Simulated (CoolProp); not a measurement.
Computed with CoolProp (reference Helmholtz-energy equation of state, Thol 2012).

Task: Give the vapour pressure (MPa), liquid density (kg/m³), liquid cp (kJ/(kg K)), vapour Z of saturated benzene at 382.3, 426.4 K.

Result: 
```json
[
 {"T (K)": "382.3", "p (MPa)": "0.229", "liquid density (kg/m³)": "780", "liquid cp (kJ/(kg K))": "2.01", "vapour Z": "0.939"},
 {"T (K)": "426.4", "p (MPa)": "0.622", "liquid density (kg/m³)": "725", "liquid cp (kJ/(kg K))": "2.18", "vapour Z": "0.879"}
]
```
